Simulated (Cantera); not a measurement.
A closed system holds: 1 mol Al2O3, 0.37 mol H2, at 1875 K and 150 Pa.

These are equilibrium values from Cantera (NASA tables, ideal gas, pure condensed phases), not measurements of a reactor. Candidate condensed phases: Al, Al2O3, H2O; 19 gas species. The tables' values for AlOH are old estimates; treat these amounts as uncertain. The numbers say what is thermodynamically allowed, not how fast it happens.

Base state: H2 0.983, H 0.0168, H2O 0.000337, Al 0.000191, Al2O 2.05e-5, AlOH 1.09e-5 (mole fractions); condensed: Al2O3(s).

### Question
What changes in the equilibrium state with this change: pressure from 150 Pa to 101000 Pa?

### Answer
| species | before | after |
|---|---|---|
| H2 | 0.983 | 0.999 |
| H | 0.0168 | 0.000651 |
| H2O | 0.000337 | 3.04e-5 |
| Al | 0.000191 | 1.07e-5 |
| AlOH | 1.09e-5 | 1.42e-6 |
| Al2O | 2.05e-5 | 3.85e-6 |
| Al2O3(s), mol | 1.000 | 1.000 |

### Question
What changes in the equilibrium state with this change: 0.00071 mol O2 added?

### Answer
| species | before | after |
|---|---|---|
| H2 | 0.983 | 0.979 |
| H | 0.0168 | 0.0167 |
| H2O | 0.000337 | 0.00381 |
| Al | 0.000191 | 4.99e-6 |
| Al2O | 2.05e-5 | 1.59e-7 |
| AlOH | 1.09e-5 | 3.24e-6 |
| Al2O3(s), mol | 1.000 | 1.000 |
